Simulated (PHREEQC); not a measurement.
Dissolve 99 mmol/kgw CaCl2, 1.2 mmol/kgw CO2 and 0.019 mmol/kgw H4SiO4 at 75 °C. Closed to the air; pH follows from the charge balance.

Model: Pitzer model, pitzer.dat, run in PHREEQC.

Question: The ionic strength comes out as 0.297 mol/kgw. What activity coefficients do Cl-, H+, Ca+2, HCO3- get?

Answer: Cl- 0.67, H+ 0.72, Ca+2 0.24, HCO3- 0.79. Single-ion values are on the MacInnes scale.

Precipitation was switched off in this run. Complexes and solids missing from the database can't appear. Constants without temperature data keep their 25 °C values here.
